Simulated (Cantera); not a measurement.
Charge: 1 mol V2O5, 0.32 mol H2, 0.45 mol N2, equilibrated at 1323 K and 0.00133 bar.

These are equilibrium values from Cantera (NASA tables, ideal gas, pure condensed phases), not measurements of a reactor. Candidate condensed phases: H2O, V, VN, VO, V2O3, V2O4, V2O5; 28 gas species. Condensed phases not in the tables: the oxides between V2O3 and V2O5 other than VO2. Kinetics and transport are ignored.

Base state: N2 0.405, O2 0.306, H2O 0.288, NO 0.000397, OH 0.000133 (mole fractions); condensed: V2O4(s).

**Question.** What changes in the equilibrium state with this change: V2O5 replaced by FeS2?

**Answer.** 
| species | before | after |
|---|---|---|
| S2 | 0 | 0.379 |
| N2 | 0.405 | 0.362 |
| H2 | 1.85e-6 | 0.211 |
| O2 | 0.306 | 0 |
| H2O | 0.288 | 0 |
| H2S | 0 | 0.0456 |
| SH | 0 | 0.00206 |
| NO | 0.000397 | 0 |
| OH | 0.000133 | 0 |
| S | 0 | 6.69e-5 |
| V2O4(s), mol | 1.00 | 0 |
| FeS(s), mol | 0 | 1.00 |
FeS: taken at fixed stoichiometry. Further candidate phases: Fe, FeS, FeS2, S.
